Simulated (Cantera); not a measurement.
Equilibrium for chemical vapour transport: Al + H2O + N2

A closed system holds: 1 mol Al, 0.039 mol H2O, 5.6 mol N2, equilibrated at 950 °C and 100 Torr.

Equilibrium computed with Cantera from the NASA thermochemical tables; the gas is ideal and each condensed phase is pure. Candidate condensed phases: Al, AlN, Al2O3, H2O; 35 gas species. Mutual solubility and eutectic melting of coexisting phases are not modelled. Equilibrium is a limit: real reactors are often held back by kinetics, nucleation or transport.

| Item | Result |
|---|---|
| x(N2) | 0.992 |
| x(H2) | 0.00757 |
| n(AlN(s)) | 0.974 mol |
| n(Al2O3(s)) | 0.0130 mol |
| gas amount | 5.152 mol |
| log10 activity of Al(l) (absent) | -7.49 |
